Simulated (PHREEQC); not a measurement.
Dissolve 0.27 mol KH2PO4 and 0.2 mol NaOH per kg of water at 20 °C. Closed to the air; pH follows from the charge balance.

Equilibrium calculation in PHREEQC: ion-association model, phreeqc.dat.

No solid was allowed to form.

Question: Order these P species by the share of P that they hold, largest first: HPO4-2, H2PO4-, KHPO4-, NaHPO4-.

Answer: HPO4-2 (63 %), H2PO4- (26 %), KHPO4- (5.9 %), NaHPO4- (4.9 %)

The pH is 7.08 and the ionic strength 0.612 mol/kgw. Species that the database lacks are ignored.
